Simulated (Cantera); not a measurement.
Feed: 1 mol Si, 2.8 mol F2, 0.32 mol N2, equilibrated at 825 K and 1000 Pa.

Method: chemical equilibrium by Gibbs-energy minimisation in Cantera with the NASA 1993 tables (ideal gas, pure condensed phases). Candidate condensed phases: Si, Si3N4; 16 gas species. Rates play no part.

Base state: SiF4 0.459, F2 0.322, N2 0.143, F 0.0684, NF3 0.00771 (mole fractions); condensed: gas only.

Question: What changes in the equilibrium state with this change: temperature from 825 K to 800 K?

Answer: 
```
species   before   after
-------  -------  ------
SiF4       0.459   0.467
F2         0.322   0.328
N2         0.143   0.142
F         0.0684  0.0476
NF3      0.00771  0.0144
```
